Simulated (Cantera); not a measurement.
Input (Python, Cantera):

```python
import numpy as np
import cantera as ct

gas = ct.Solution("gri30.yaml")


def delay(T, t_max=10):
    gas.TPX = T, 500000, {'CH4': 1, 'O2': 1.43, 'N2': 5.43}
    reactor = ct.IdealGasReactor(gas, clone=False)
    net = ct.ReactorNet([reactor])
    net.rtol, net.atol = 1e-8, 1e-16
    while net.time < t_max:
        t_old, T_old = net.time, reactor.T
        net.step()
        if reactor.T > T + 400:  # ignition: a rise of 400 K
            return t_old + (T + 400 - T_old) / (reactor.T - T_old) * (net.time - t_old)
    return np.nan


taus = []
for T in [1000, 1100, 1200, 1300, 1400, 1500, 1600, 1700, 1800]:
    taus.append(delay(T))
    print(f"T0 = {T:6g} K   tau = {taus[-1]:.4e} s")
```

It prints:

```
T0 =   1000 K   tau = 2.0907e-01 s
T0 =   1100 K   tau = 4.4944e-02 s
T0 =   1200 K   tau = 1.1394e-02 s
T0 =   1300 K   tau = 3.2711e-03 s
T0 =   1400 K   tau = 1.0427e-03 s
T0 =   1500 K   tau = 3.6342e-04 s
T0 =   1600 K   tau = 1.3855e-04 s
T0 =   1700 K   tau = 5.8436e-05 s
T0 =   1800 K   tau = 2.7459e-05 s
```

Cantera simulation using GRI-Mech 3.0 (53 species, 325 reactions); the numbers are that mechanism's predictions, not measurements.
